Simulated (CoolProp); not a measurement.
Carbonyl sulfide along the isobar 9.49 MPa: fugacity coefficient from the reference equation and from simpler models built on Tc = 378.8 K, pc = 6.369 MPa, ω = 0.098; each cubic takes its own stable root.

Computed with CoolProp (reference Helmholtz-energy equation of state, Lemmon 2006). It is a short technical equation, of lower accuracy than the large ones.

```tsv
T (K)	phase	reference
342.2	liquid	0.3103
356.9	liquid	0.3791
371.7	liquid	0.4516
386.4	supercritical	0.5240
401.2	supercritical	0.5917
416	supercritical	0.6453
430.7	supercritical	0.6864
445.5	supercritical	0.7205
460.2	supercritical	0.7495
475	supercritical	0.7749
489.7	supercritical	0.7970
504.5	supercritical	0.8167
519.3	supercritical	0.8343
534	supercritical	0.8499
548.8	supercritical	0.8640
563.5	supercritical	0.8767
```

Task: How far does each simpler model (van der Waals, Redlich-Kwong, Soave-Redlich-Kwong, Peng-Robinson) lie from the reference over these 16 states: mean and median of the absolute difference, and the worst?

Result: 
- van der Waals: mean 5.6 %, median 2.6 %, worst +29.1 % at 342.2 K and 9.49 MPa
- Redlich-Kwong: mean 1.7 %, median 1.2 %, worst +5.8 % at 342.2 K and 9.49 MPa
- Soave-Redlich-Kwong: mean 1.3 %, median 1.0 %, worst +2.8 % at 342.2 K and 9.49 MPa
- Peng-Robinson: mean 2.7 %, median 2.7 %, worst -3.6 % at 416 K and 9.49 MPa
